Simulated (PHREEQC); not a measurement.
Acid mine or pickling water: speciation

Model water analysis in mmol/kgw, 77 °C, pH 3.91, pe 9.4:

```csv
constituent,mmol/kgw
Na,6.63
K,0.355
Ca,3.37
Mg,0.644
Cl,0.428
S(6),7.64
Li,0.106
Zn,0.0423
Fe(3),0.0337
Cu(2),0.323
```

Na is adjusted to close the charge balance.
Valence states are taken as typed.

Computed with PHREEQC (ion-association model, phreeqc.dat).

Each row changes one thing in this solution. No solid was allowed to form.

```csv
case,ionic strength (mol/kgw),MgSO4 (mol/kgw),Mg+2 (mol/kgw),HSO4- (mol/kgw),FeOH+2 (mol/kgw),CaHSO4+ (mol/kgw),SI of Gypsum (CaSO4:2H2O),SI of Jarosite-K (KFe3(SO4)2(OH)6)
as made,0.0211,0.000362,0.000282,0.000167,3.28e-6,2.59e-6,-0.66,+1.73
Mg from 0.644 to 0.322 mmol/kgw,0.0214,0.000182,0.000140,0.000170,3.29e-6,2.62e-6,-0.66,+1.75
temperature from 77 to 90 °C at the same typed pH,0.0208,0.000391,0.000253,0.000235,2.43e-6,3.58e-6,-0.62,+1.29
```

Some of these states are supersaturated (in Jarosite-K, Hematite (slow to form), for instance). Away from 25 °C the constants follow the database's enthalpies or fits; those with neither stay at their 25 °C values.
